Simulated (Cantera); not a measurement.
An isothermal, constant-pressure homogeneous reactor starts with C₂H₄ : H₂ = 1 : 34 (molar parts), at 1073 K and 2900 Pa. Integrator tolerance rtol = 1e-08.

Model: GRI-Mech 3.0 (53 species, 325 reactions), integrated in Cantera. GRI-Mech 3.0 was tuned for natural gas; its chemistry of ethylene as a main component is partial and can be far from experiment. GRI-Mech 3.0 stops at C3 and has no aromatics, soot or wall deposition, so with more carbon than oxygen in the feed, carbon stays in small species such as C2H2 where larger ones or solid carbon would form. Radical loss at walls, strong at low pressure, is not modelled.

Task: What does this change do: temperature 1073 to 1850 K?

Result: 
```csv
quantity,before,after
x(C₂H₄) at 20.0 s,0.0243 (gas-phase equilibrium 5.18e-5),1.29e-5 (gas-phase equilibrium 1.29e-5)
x(H₂) at 20.0 s,0.970 (gas-phase equilibrium 0.941),0.969 (gas-phase equilibrium 0.969)
x(CH₃) at 20.0 s,1.03e-7 (gas-phase equilibrium 9.04e-8),1.20e-5 (gas-phase equilibrium 1.20e-5)
x(CH₂) at 20.0 s,<1e-12 (gas-phase equilibrium <1e-12),4.54e-8 (gas-phase equilibrium 4.55e-8)
x(C₂H₆) at 20.0 s,0.000536 (gas-phase equilibrium 1.18e-6),3.62e-10 (gas-phase equilibrium 3.63e-10)
```

Task: What does this change do: temperature 1073 to 1575 K?

Result: 
```json
[
 {"quantity": "x(C₂H₄) at 20.0 s", "before": "0.0243 (gas-phase equilibrium 5.18e-5)", "after": "0.000107 (gas-phase equilibrium 0.000104)"},
 {"quantity": "x(H₂) at 20.0 s", "before": "0.970 (gas-phase equilibrium 0.941)", "after": "0.972 (gas-phase equilibrium 0.971)"},
 {"quantity": "x(CH₃) at 20.0 s", "before": "1.03e-7 (gas-phase equilibrium 9.04e-8)", "after": "2.14e-6 (gas-phase equilibrium 9.02e-6)"},
 {"quantity": "x(CH₂) at 20.0 s", "before": "<1e-12 (gas-phase equilibrium <1e-12)", "after": "4.95e-10 (gas-phase equilibrium 2.04e-9)"},
 {"quantity": "x(C₂H₆) at 20.0 s", "before": "0.000536 (gas-phase equilibrium 1.18e-6)", "after": "7.88e-9 (gas-phase equilibrium 1.47e-8)"}
]
```
